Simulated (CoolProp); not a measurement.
Vapour-liquid equilibrium of R22 (1) + R123 (2) at 258 kPa; x and y are mole fractions of (1).

Model: multi-fluid Helmholtz-energy mixture model, Kamei 1995 and Younglove 1994; pair parameters Bell 2016, in CoolProp.

```
x     bubble temperature (K)  y at the bubble point  dew temperature at overall composition x (K)  liquid density (mol/L)
----  ----------------------  ---------------------  --------------------------------------------  ----------------------
0.05                   320.0                  0.273                                         328.0                   9.350
0.2                    297.2                  0.709                                         322.8                   10.29
0.35                   282.3                  0.866                                         316.9                   11.18
0.5                    272.4                  0.932                                         309.9                   12.07
0.65                   265.4                  0.964                                         301.3                   13.00
0.8                    260.2                  0.983                                         289.5                   14.00
0.95                   255.8                  0.996                                         268.7                   15.12
```

No azeotrope shows between x = 0.05 and 0.95.

The pair parameters rest on a limited set of measurements; away from them the model extrapolates.
